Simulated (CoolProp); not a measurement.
Vapour-liquid equilibrium of ethanol (1) + hexamethyldisiloxane (MM) (2) at 357.5 K; x and y are mole fractions of (1).

Values from CoolProp's multi-fluid Helmholtz-energy mixture model, Schroeder 2014 and Thol 2016; pair parameters Bell 2016.

| x | bubble pressure (MPa) | y at the bubble point | dew pressure at overall composition x (MPa) | liquid density (mol/L) |
|---|---|---|---|---|
| 0.05 | 0.08286 | 0.278 | 0.06478 | 4.447 |
| 0.125 | 0.1041 | 0.453 | 0.06985 | 4.734 |
| 0.2 | 0.1172 | 0.535 | 0.07571 | 5.063 |
| 0.275 | 0.1253 | 0.582 | 0.08256 | 5.440 |
| 0.35 | 0.1304 | 0.613 | 0.09063 | 5.876 |
| 0.425 | 0.1337 | 0.636 | 0.1002 | 6.383 |
| 0.5 | 0.1360 | 0.656 | 0.1114 | 6.979 |
| 0.575 | 0.1376 | 0.676 | 0.1240 | 7.683 |
| 0.65 | 0.1388 | 0.699 | 0.1353 | 8.523 |
| 0.725 | 0.1393 | 0.729 | 0.1393 | 9.536 |
| 0.8 | 0.1388 | 0.771 | 0.1380 | 10.77 |
| 0.875 | 0.1367 | 0.832 | 0.1346 | 12.31 |
| 0.95 | 0.1321 | 0.920 | 0.1304 | 14.25 |

y crosses x between x = 0.725 and 0.8: the model has an azeotrope there.

The pair parameters rest on a limited set of measurements; away from them the model extrapolates. With so large a gap from Raoult's law the liquid may split in two, which this calculation doesn't test in full.
